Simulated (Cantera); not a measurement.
**Ignition delay**

Mixture: 14.6 % CH4, 14.6 % O2, 54.8 % N2, 16.0 % H2O, at 10.0 bar, adiabatic and at constant pressure. Ignition delay is the time to a rise of 400 K.

Cantera simulation using GRI-Mech 3.0 (53 species, 325 reactions); the numbers are that mechanism's predictions, not measurements.

```
T0 (K)  delay (ms)
------  ----------
1173          10.3
1248          4.50
1323          2.09
1398         0.996
1473         0.481
1548         0.233
```

| Quantity | Result |
|---|---|
| apparent activation energy between 1398 and 1548 K | 170 kJ/mol |
